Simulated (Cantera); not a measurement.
Input: 1 mol BF₃, 0.28 mol H₂O, equilibrated at 13.3 mbar.

These are equilibrium values from Cantera (NASA tables, ideal gas, pure condensed phases), not measurements of a reactor. Candidate condensed phases: B, B₂O₃, B₃O₃H₃, H₂O; 43 gas species. The tables' values for BF₂ are old estimates; treat these amounts as uncertain. Rates play no part.

**Question.** At 1650 K, list the 6 most abundant gas species with their mole fractions, and the condensed phases.

**Answer.** BF₃ 0.463, HF 0.357, BOF 0.178, H₂O 0.00108, HBO₂ 0.000196, BOF₂ 3.59e-5. Condensed: gas only.
